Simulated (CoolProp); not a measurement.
A simple Rankine cycle with R1336mzz(Z): condensing at 290.15 K, boiler at 0.741 MPa, turbine inlet 415.2 K, turbine efficiency 0.8, pump efficiency 0.8, no recuperator. Each further row changes one setting.

The numbers come from the reference Helmholtz-energy equation of state, McLinden 2020 in CoolProp.

| case | thermal efficiency (%) | net work (kJ/kg) | heat in (kJ/kg) | turbine exit temperature (K) | volume ratio over the turbine |
|---|---|---|---|---|---|
| as stated | 13.6 | 38.3 | 280 | 367.0 | ___ |
| turbine inlet 435.2 K | 13.5 | 40.7 | ___ | ___ | ___ |
| condensing temperature 282.15 K | ___ | 43.1 | 290 | ___ | 19.5 |
| boiler pressure 0.519 MPa | 12.0 | 34.1 | ___ | 374.8 | 9.53 |
| turbine efficiency 0.7 | 11.9 | 33.4 | 280 | ___ | 14.1 |

Problem. Complete the blanks.

Solution. 
- as stated, volume ratio over the turbine: 13.9
- turbine inlet 435.2 K, heat in (kJ/kg): 303
- turbine inlet 435.2 K, turbine exit temperature (K): 387.1
- turbine inlet 435.2 K, volume ratio over the turbine: 13.7
- condensing temperature 282.15 K, thermal efficiency (%): 14.9
- condensing temperature 282.15 K, turbine exit temperature (K): 361.7
- boiler pressure 0.519 MPa, heat in (kJ/kg): 284
- turbine efficiency 0.7, turbine exit temperature (K): 372.0
